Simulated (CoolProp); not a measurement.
A single-stage vapour-compression cycle with R404A: evaporating at 244.15 K (dew point), condensing at 281.15 K (bubble point), superheat 8 K, subcooling 0 K, compressor efficiency 0.85, no pressure losses. Each further row changes one setting.

Model: reference Helmholtz-energy equation of state, Lemmon 2003, in CoolProp. It is a pseudo-pure fit of the blend.

```tsv
case	cooling COP	pressure ratio	discharge temperature (K)	refrigerating effect (kJ/kg)	volumetric capacity (kJ/m³)
as stated	4.53	3.70	300.1	146	1530
evaporating temperature 249.15 K	5.46	3.03	298.3	149	1890
condensing temperature 276.15 K	5.39	3.18	294.2	153	1600
subcooling 5 K	4.75	3.70	300.1	153	1600
superheat 18 K	4.56	3.70	310.3	154	1540
compressor efficiency 0.75	4.00	3.70	304.4	146	1530
```
